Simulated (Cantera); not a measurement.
Mixture: CO : H2 : O2 : N2 = 1 : 0.12 : 1.17 : 6.77 (molar parts), at 5.00 bar, adiabatic and at constant volume. Ignition delay is the time to a rise of 400 K.

Model: GRI-Mech 3.0 (53 species, 325 reactions), integrated in Cantera. The hydrogen kinetics of GRI-Mech 3.0 are dated; newer H2 mechanisms differ, most at raised pressure.

Q: Predict: delay at 998 K; delay at 1073 K; delay at 1148 K; delay at 1223 K; delay at 1298 K; delay at 1373 K; apparent activation energy between 1223 and 1373 K.

A: 
| Item | Result |
|---|---|
| delay at 998 K | 8.37 ms |
| delay at 1073 K | 1.06 ms |
| delay at 1148 K | 0.158 ms |
| delay at 1223 K | 62.6 µs |
| delay at 1298 K | 38.7 µs |
| delay at 1373 K | 28.7 µs |
| apparent activation energy between 1223 and 1373 K | 73 kJ/mol |
